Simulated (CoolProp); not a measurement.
A Linde-Hampson liquefier for normal hydrogen: isothermal reversible compression at 300 K from 1 atm to 40 MPa, throttling to 1 atm, return gas leaving the recuperator 5 K below the feed. Each further row changes one setting.

The numbers come from the reference Helmholtz-energy equation of state, Leachman 2009 in CoolProp.

```json
[
 {"case": "as stated", "compression work (kJ/kg of gas)": "7700"},
 {"case": "high pressure 80 MPa", "compression work (kJ/kg of gas)": "8870"},
 {"case": "warm-end temperature 330 K", "compression work (kJ/kg of gas)": "8440"},
 {"case": "warm-end gap 10 K", "compression work (kJ/kg of gas)": "7700"}
]
```
